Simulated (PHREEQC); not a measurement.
Make-up at 82 °C: 0.012 mmol/kgw NH3 and 0.012 mmol/kgw CO2. Closed to the air; pH follows from the charge balance.

Model: ion-association model, phreeqc.dat, run in PHREEQC.

This is a speciation only: nothing precipitates in the calculation.

Predict the pH.

pH 6.83.

In which forms is N present?

NH4+ 90 %, NH3 9.9 % of the N.

Species that the database lacks are ignored. Constants without temperature data keep their 25 °C values here.
